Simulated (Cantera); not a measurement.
A closed system holds: 1 mol Si, 1.5 mol Cl2, 0.44 mol H2, a varied amount of HCl, held at 650 K and 750 Torr.

Method: chemical equilibrium by Gibbs-energy minimisation in Cantera with the NASA 1993 tables (ideal gas, pure condensed phases). Candidate condensed phases: Si; 19 gas species. The numbers say what is thermodynamically allowed, not how fast it happens.

x: gas mole fraction; n: condensed amount in mol.

```json
[
 {"n(HCl) (mol)": "0.73", "x HCl": "0.000112", "x SiCl4": "0.453", "x H2": "0.410", "x SiHCl3": "0.135", "x SiH2Cl2": "0.00233", "n Si(s)": "0.00899"},
 {"n(HCl) (mol)": "1", "x HCl": "0.00447", "x SiCl4": "0.511", "x H2": "0.480", "x SiHCl3": "0.00446", "x SiH2Cl2": "2.26e-6", "n Si(s)": "0"},
 {"n(HCl) (mol)": "1.3", "x HCl": "?", "x SiCl4": "?", "x H2": "?", "x SiHCl3": "?", "x SiH2Cl2": "?", "n Si(s)": "0"},
 {"n(HCl) (mol)": "1.7", "x HCl": "0.265", "x SiCl4": "0.379", "x H2": "0.356", "x SiHCl3": "4.13e-5", "x SiH2Cl2": "2.61e-10", "n Si(s)": "0"},
 {"n(HCl) (mol)": "2", "x HCl": "0.340", "x SiCl4": "0.340", "x H2": "0.320", "x SiHCl3": "2.60e-5", "x SiH2Cl2": "1.15e-10", "n Si(s)": "0"},
 {"n(HCl) (mol)": "2.3", "x HCl": "?", "x SiCl4": "?", "x H2": "?", "x SiHCl3": "?", "x SiH2Cl2": "?", "n Si(s)": "0"},
 {"n(HCl) (mol)": "2.6", "x HCl": "0.452", "x SiCl4": "0.282", "x H2": "0.266", "x SiHCl3": "1.35e-5", "x SiH2Cl2": "3.73e-11", "n Si(s)": "0"},
 {"n(HCl) (mol)": "2.9", "x HCl": "0.495", "x SiCl4": "0.260", "x H2": "0.245", "x SiHCl3": "1.05e-5", "x SiH2Cl2": "2.44e-11", "n Si(s)": "0"},
 {"n(HCl) (mol)": "3.2", "x HCl": "0.531", "x SiCl4": "0.242", "x H2": "0.227", "x SiHCl3": "8.38e-6", "x SiH2Cl2": "1.69e-11", "n Si(s)": "0"},
 {"n(HCl) (mol)": "3.5", "x HCl": "0.563", "x SiCl4": "0.225", "x H2": "0.212", "x SiHCl3": "6.88e-6", "x SiH2Cl2": "1.22e-11", "n Si(s)": "0"},
 {"n(HCl) (mol)": "3.8", "x HCl": "0.591", "x SiCl4": "0.211", "x H2": "0.198", "x SiHCl3": "5.75e-6", "x SiH2Cl2": "9.10e-12", "n Si(s)": "0"}
]
```

What belongs in the gaps?


- 1.3, x HCl: 0.134
- 1.3, x SiCl4: 0.446
- 1.3, x H2: 0.420
- 1.3, x SiHCl3: 0.000113
- 1.3, x SiH2Cl2: 1.67e-9
- 2.3, x HCl: 0.401
- 2.3, x SiCl4: 0.309
- 2.3, x H2: 0.290
- 2.3, x SiHCl3: 1.81e-5
- 2.3, x SiH2Cl2: 6.18e-11
